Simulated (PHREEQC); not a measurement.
Consider water at 55 °C with 0.126 mol CdCl2, 0.0062 mol Na2SO4 and 0.0054 mol MnSO4 per kg of water. Closed to the air; pH follows from the charge balance.

Model: ion-association model, phreeqc.dat, run in PHREEQC.

This is a speciation only: nothing precipitates in the calculation.

Task: Predict the pH, density, ionic strength.

Result: pH 5.29; density 1.006 g/cm³; ionic strength 0.170 mol/kgw.

Task: In which forms is Mn present?

Result: Mn+2 75 %, MnSO4 13 %, MnCl+ 12 % of the Mn.

At this temperature some constants are extrapolated from 25 °C, and those without enthalpy data are left unchanged.
